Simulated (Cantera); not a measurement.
What does this Cantera script print?

```python
import numpy as np
import cantera as ct

gas = ct.Solution("h2o2.yaml")
gas.TPX = 1250, 100000, {'H2': 1.9, 'O2': 1, 'N2': 11}
inlet = ct.Reservoir(gas, clone=True)

reactor = ct.IdealGasConstPressureReactor(gas, energy="off", clone=False)
exhaust = ct.Reservoir(gas, clone=True)
tau = [17, 4.7, 1.3, 0.37, 0.1, 0.028, 0.0079, 0.0022][0]
for a, b in ((inlet, reactor), (reactor, exhaust)):
    ct.MassFlowController(a, b, mdot=lambda t: reactor.mass / tau)
net = ct.ReactorNet([reactor])
show = ['H2', 'O2', 'H2O', 'OH', 'O']

rows = []
print(f"{'tau/s':>10s}{'T/K':>9s}" + "".join(f"{s:>11s}" for s in show))
for tau in [17, 4.7, 1.3, 0.37, 0.1, 0.028, 0.0079, 0.0022]:
    net.initial_time = 0.0
    net.advance(30 * tau)
    before = gas.X
    net.advance(40 * tau)
    drift = np.max(np.abs(gas.X - before) / (gas.X + 1e-9))
    rows.append([gas.T, *gas[show].X, drift])
    print(f"{tau:10.3e}{gas.T:9.1f}" + "".join(f"{x:11.3e}" for x in gas[show].X))
```

Result:

```
     tau/s      T/K         H2         O2        H2O         OH          O
 1.700e+01   1250.0  4.963e-05  3.875e-03  1.466e-01  4.014e-05  1.179e-06
 4.700e+00   1250.0  1.149e-04  3.902e-03  1.466e-01  6.134e-05  2.867e-06
 1.300e+00   1250.0  2.612e-04  3.966e-03  1.464e-01  9.475e-05  7.095e-06
 3.700e-01   1250.0  5.692e-04  4.108e-03  1.460e-01  1.456e-04  1.720e-05
 1.000e-01   1250.0  1.238e-03  4.433e-03  1.452e-01  2.265e-04  4.242e-05
 2.800e-02   1250.0  2.506e-03  5.079e-03  1.436e-01  3.441e-04  9.928e-05
 7.900e-03   1250.0  4.749e-03  6.279e-03  1.406e-01  5.160e-04  2.247e-04
 2.200e-03   1250.0  8.523e-03  8.409e-03  1.353e-01  7.700e-04  4.970e-04
```

Detailed kinetics in Cantera: the H2/O2 subset of GRI-Mech 3.0, which has no nitrogen chemistry. The temperature is held fixed by assumption; the heat of reaction is taken as removed at once.
